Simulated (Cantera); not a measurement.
A closed system holds: 1 mol Si2Cl6, 0.032 mol HCl, 98 mol H2, at 16.0 mbar.

Points: T (K) = 850, 925, 1000, 1075, 1150, 1225, 1300, 1375, 1450, 1525, 1600.

Cantera's Mixture.equilibrate('TP', solver="vcs", rtol=1e-11, max_steps=5000) on the NASA tables stopped like this:

```
ERROR: FAILURE its = 5001!

*******************************************************************************
CanteraError thrown by MultiPhase::equilibrate:
VCS solver failed. Return code: -1
*******************************************************************************
```

Problem. What got this run through?

Solution. This is not unique; one that fits is The failure is numerical, not chemical. The same input converged with solver="gibbs", rtol=1e-10, max_steps=50000, and the result passed a check of the equilibrium conditions:
```
log10 of partial pressures in bar; condensed amounts in mol
       T/K        H2       HCL     SiCL4     SiCL2    SiHCL3     SiCL3         H   SiH2CL2    Si(cr)
       850    -1.804    -4.162    -3.760    -6.444    -4.182    -6.027   -11.591    -5.661    0.4875
       925    -1.806    -3.821    -3.807    -5.677    -4.231    -5.541   -10.487    -5.664    0.6178
      1000    -1.809    -3.548    -3.906    -5.057    -4.318    -5.173    -9.549    -5.698    0.8147
      1075    -1.813    -3.342    -4.100    -4.581    -4.477    -4.941    -8.740    -5.785     1.047
      1150    -1.816    -3.211    -4.457    -4.263    -4.755    -4.879    -8.035    -5.954     1.236
      1225    -1.819    -3.152    -4.995    -4.098    -5.167    -4.996    -7.416    -6.214     1.323
      1300    -1.819    -3.136    -5.615    -4.026    -5.640    -5.207    -6.866    -6.515     1.335
      1375    -1.819    -3.134    -6.218    -3.989    -6.099    -5.435    -6.375    -6.808      1.32
      1450    -1.819    -3.137    -6.774    -3.965    -6.521    -5.651    -5.934    -7.079     1.298
      1525    -1.819    -3.140    -7.280    -3.946    -6.905    -5.849    -5.536    -7.324     1.274
      1600    -1.819    -3.144    -7.739    -3.932    -7.255    -6.031    -5.174    -7.548     1.252
```

The gas is ideal and each condensed phase is pure. The feed counts by its element totals alone. The tables' values for SiCl3, SiCl are old estimates; treat these amounts as uncertain.
